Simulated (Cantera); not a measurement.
Gas-phase reforming

An isothermal, constant-pressure homogeneous reactor starts with 50.0 % CH4, 50.0 % H2O, at 1923 K and 0.350 bar.

Detailed kinetics in Cantera: GRI-Mech 3.0 (53 species, 325 reactions).

```
t (s)        x CH4     x H2O      x H2     x HO2     x CH3
--------  --------  --------  --------  --------  --------
1.00e-6      0.500     0.500  0.000116    <1e-12  0.000244
3.32e-6      0.499     0.500  0.000420    <1e-12  0.000841
1.10e-5      0.496     0.499   0.00152    <1e-12   0.00275
3.67e-5      0.484     0.497   0.00819  2.16e-12   0.00797
0.000122     0.398     0.476    0.0790  1.13e-11    0.0141
0.000405     0.207     0.404     0.283  1.26e-11   0.00783
0.00135     0.0854     0.350     0.420  1.18e-11   0.00342
0.00447     0.0308     0.305     0.497  1.24e-11   0.00138
0.0149      0.0179     0.238     0.558  7.79e-12  0.000800
0.0494      0.0123     0.148     0.630  2.64e-12  0.000506
0.164      0.00658    0.0716     0.691    <1e-12  0.000254
0.545      0.00275    0.0278     0.726    <1e-12  0.000103
1.81      0.000996   0.00939     0.741    <1e-12   3.69e-5
6.02      0.000356   0.00295     0.746    <1e-12   1.32e-5
20.0      0.000141  0.000904     0.748    <1e-12   5.21e-6
```
x: mole fraction; the columns are a selection and need not sum to one.

Equilibrium at this temperature and pressure: CH4 2.17e-5, H2O 4.92e-5, H2 0.749, HO2 <1e-12, CH3 8.02e-7 (gas phase only).
